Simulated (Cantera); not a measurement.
Input: 1 mol BF3, 0.45 mol H2O, equilibrated at 0.000890 bar.

Cantera equilibrium calculation (NASA polynomials, part measured and part estimated; ideal gas, pure solids and liquids). Candidate condensed phases: B, B2O3, B3O3H3, H2O; 43 gas species. Gases not in the tables: H3BO3. Equilibrium is a limit: real reactors are often held back by kinetics, nucleation or transport.

**Question.** Which condensed phases are stable at each of these points (T (°C)): 652, 677, 702, 727, 752, 777, 802, 827, 852, 877, 902, 927?

**Answer.** 
| T (°C) | condensed phases | B condensed (%) |
|---|---|---|
| 652 | B2O3(l) | 2.2 |
| 677 | B2O3(l) | 2.5 |
| 702 | B2O3(l) | 2.7 |
| 727 | B2O3(l) | 2.8 |
| 752 | B2O3(l) | 2.8 |
| 777 | B2O3(l) | 2.5 |
| 802 | B2O3(l) | 2.0 |
| 827 | B2O3(l) | 1.1 |
| 852 | gas only | 0.0 |
| 877 | gas only | 0.0 |
| 902 | gas only | 0.0 |
| 927 | gas only | 0.0 |

From 652 °C to 827 °C the condensed part is B2O3(l). From 852 °C to 927 °C nothing is condensed.
